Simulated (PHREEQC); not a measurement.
**Hard or scaling water: speciation**

Solution (20 °C): 0.00102 mol CaCl2, 0.00016 mol CO2 and 0.00011 mol NaCl per kg of water. Closed to the air; pH follows from the charge balance.

Computed with PHREEQC (ion-association model, wateq4f.dat).

This is a speciation only: nothing precipitates in the calculation.

Q: Predict the pH.

A: pH 5.10.

Q: In which forms is C present?

A: CO2 95 %, HCO3- 5.2 % of the C.

Complexes and solids missing from the database can't appear.
